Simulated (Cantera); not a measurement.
Mixture: 8.43 % CH4, 0.927 % H2, 19.1 % O2, 71.6 % N2, equivalence ratio 0.91, at 825 Torr, adiabatic and at constant pressure. Ignition delay is the time to a rise of 400 K.

Detailed kinetics in Cantera: GRI-Mech 3.0 (53 species, 325 reactions). Below about 1000 K GRI-Mech 3.0 lacks low-temperature oxidation paths. Below about 950 K walls govern HO2 and H2O2 in real vessels.

Question: Predict: delay at 925 K; delay at 1075 K; delay at 1225 K; delay at 1375 K; apparent activation energy between 1300 and 1450 K.

Answer: 
| Property | Result |
|---|---|
| delay at 925 K | 0.348 s |
| delay at 1075 K | 54.6 ms |
| delay at 1225 K | 10.2 ms |
| delay at 1375 K | 2.03 ms |
| apparent activation energy between 1300 and 1450 K | 160 kJ/mol |
